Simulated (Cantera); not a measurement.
What does this Cantera script print?

```python
import numpy as np
import cantera as ct

gas_names = [...]  # 123 gases of nasa_gas.yaml made of C, H, O, Si
cond_names = """
    C(gr) C6H6(L) C7H8(L) C8H18(L),n-octa H2O(s) H2O(L) Si(cr) Si(L) SiC(b) SiO2(Lqz) SiO2(hqz) SiO2(L)
""".split()


# ... load() reads the species with a 1 bar reference pressure and builds the phases ...
atoms = {
    'SiH4': {'Si': 1, 'H': 4},
    'H2O': {'H': 2, 'O': 1},
    'H2': {'H': 2},
    'CO2': {'C': 1, 'O': 2},
}
top_T = {'C(gr)': 4500, 'SiC(b)': 3050}  # K; cautious upper limits of use, not melting points


# ... equilibrate(T, P, feed) seeds the gas with the atoms and calls Mixture.equilibrate('TP', solver="vcs", rtol=1e-11, max_steps=5000) ...
results = []
feed = {'SiH4': 1, 'H2O': 0.58, 'H2': 0.25, 'CO2': 1.4}  # mol
P = 133.322  # Pa
for T in [1025, 1125, 1225, 1325, 1425, 1525, 1625, 1725]:
    mix = equilibrate(T, P, feed)
    results.append((T, P, feed, dict(zip(mix.species_names, mix.species_moles))))

top = {s: max(r[3][s] / sum(r[3][g] for g in gas_names) for r in results) for s in gas_names}
cols = sorted((s for s in top if top[s] > 0.0001), key=lambda s: -top[s])[:8]
seen = [c for c in cond_names if any(r[3].get(c, 0) > 1e-12 for r in results)]
print("log10 of partial pressures in bar; condensed amounts in mol")
print(f"{'T/K':>10s}" + "".join(f"{s[:9]:>10s}" for s in cols + seen))
for T, P, feed, n in results:
    ng = sum(n[g] for g in gas_names)
    print(f"{T:10.4g}" + "".join(f"{np.log10(max(n[s] / ng * P / 1e5, 1e-99)):10.3f}" for s in cols)
          + "".join(f"{n.get(c, 0):10.4g}" for c in seen))
```

Result:

```
log10 of partial pressures in bar; condensed amounts in mol
       T/K        H2        CO       SiO       H2O         H       CO2     C(gr)    SiC(b) SiO2(hqz)   SiO2(L)
      1025    -3.048    -3.360   -13.656    -6.984    -9.885    -7.183   0.02035         0         1         0
      1125    -3.048    -3.360   -10.547    -7.599    -8.876    -7.952   0.02004         0         1         0
      1225    -3.048    -3.360    -7.955    -8.114    -8.030    -8.592   0.01996         0         1         0
      1325    -3.049    -3.357    -5.985    -8.329    -7.311    -8.906         0  0.005574    0.9911         0
      1425    -3.052    -3.357    -5.200    -7.610    -6.692    -8.273         0         0    0.9799         0
      1525    -3.052    -3.358    -5.167    -6.343    -6.152    -7.078         0         0    0.9783         0
      1625    -3.056    -3.360    -4.968    -5.409    -5.679    -6.205         0         0    0.9655         0
      1725    -3.068    -3.367    -4.605    -4.787    -5.265    -5.632         0         0         0    0.9195
```

These are equilibrium values from Cantera (NASA tables, ideal gas, pure condensed phases), not measurements of a reactor. Mutual solubility and eutectic melting of coexisting phases are not modelled. The tables hold silica as quartz up to 1696 K and as liquid above; real silica turns to tridymite and cristobalite and melts near 1996 K.
